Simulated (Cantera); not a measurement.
An isothermal, constant-pressure homogeneous reactor starts with 48.9 % N2O, 2.25 % H2, 48.9 % N2, at 1050 K and 0.0180 bar.

Computed with Cantera and GRI-Mech 3.0 (53 species, 325 reactions). GRI-Mech 3.0 was tuned for natural gas; its chemistry of N2O as a main component is partial and can be far from experiment. Radical loss at walls, strong at low pressure, is not modelled. The mechanism lacks the step 2 NO + O2 → 2 NO2, which can matter for NO2 below about 1400 K. The temperature is held fixed by assumption; the heat of reaction is taken as removed at once.

Predict: x(N2O) at 40.0 s; x(H2) at 40.0 s; x(O) at 40.0 s; x(NO) at 40.0 s; x(HO2) at 40.0 s; x(O2) at 40.0 s.


```
Quantity                                            Result
----------------  ----------------------------------------
x(N2O) at 40.0 s    0.455 (gas-phase equilibrium 5.33e-10)
x(H2) at 40.0 s   1.37e-8 (gas-phase equilibrium 1.14e-10)
x(O) at 40.0 s     1.20e-7 (gas-phase equilibrium 2.18e-9)
x(NO) at 40.0 s   0.000374 (gas-phase equilibrium 5.05e-5)
x(HO2) at 40.0 s  1.69e-7 (gas-phase equilibrium 2.88e-10)
x(O2) at 40.0 s      0.00412 (gas-phase equilibrium 0.189)
```
